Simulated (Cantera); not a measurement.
Input: 1 mol SiHCl3, 0.041 mol C2H4, 460 mol H2, equilibrated at 1848.15 K and 0.310 bar.

Equilibrium computed with Cantera from the NASA thermochemical tables; the gas is ideal and each condensed phase is pure. Candidate condensed phases: C, C6H6, C7H8, C8H18, Si, SiC; 109 gas species. Mutual solubility and eutectic melting of coexisting phases are not modelled. Gases not in the tables: Si2H6 and higher silanes. Equilibrium is a limit: real reactors are often held back by kinetics, nucleation or transport.

Base state: H2 0.993, HCl 0.00625, H 0.000950, SiCl2 0.000114, SiH2 4.13e-5, Si 2.03e-5, SiH 1.12e-5 (mole fractions); condensed: Si(l) + SiC(s).

### Question
What changes in the equilibrium state with this change: pressure from 0.310 bar to 14.0 mbar?

### Answer
```
species        before     after
-----------  --------  --------
H2              0.993     0.989
HCl           0.00625   0.00621
H            0.000950   0.00446
Si            2.03e-5  0.000449
SiH           1.12e-5   5.26e-5
Cl            4.55e-6   2.13e-5
SiCl          4.64e-6   2.17e-5
Si(l), mol      0.832     0.598
SiC(s), mol    0.0788    0.0788
```
The tables' values for SiCl are old estimates; treat these amounts as uncertain.

### Question
What changes in the equilibrium state with this change: temperature from 1848.15 K to 2148.15 K?

### Answer
```
species             before     after
----------------  --------  --------
H2                   0.993     0.985
H                 0.000950   0.00744
HCl                0.00625   0.00623
Si                 2.03e-5  0.000711
Si2C               2.76e-7   3.47e-5
Si2                1.41e-7   1.03e-5
C2H2 (acetylene)   2.28e-7   1.57e-5
SiH                1.12e-5  0.000193
Si(l), mol           0.832     0.328
SiC(s), mol         0.0788    0.0465
```
The tables' values for SiCl are old estimates; treat these amounts as uncertain.
